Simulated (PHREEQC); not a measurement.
Consider water at 25 °C with 160 mmol/kgw H2SO4, 39 mmol/kgw CuSO4 and 0.33 mmol/kgw KCl. Closed to the air; pH follows from the charge balance.

Model: ion-association model, phreeqc.dat, run in PHREEQC.

```tsv
quantity	before	after
pH	0.88	1.86
ionic strength (mol/kgw)	0.280	0.111
SO4-2 (mol/kgw)	0.0339	0.0242
Cu+2 (mol/kgw)	0.0261	0.0233
SI of Sylvite (KCl)	-8.22	-8.14
```

Task: Which change was made?
(A) temperature from 25 to 15 °C
(B) diluted 2-fold with water
(C) H2SO4 from 0.16 to 0.016 mol/kgw
(D) temperature from 25 to 75 °C

Result: C, H2SO4 from 0.16 to 0.016 mol/kgw

This is a speciation only: nothing precipitates in the calculation.
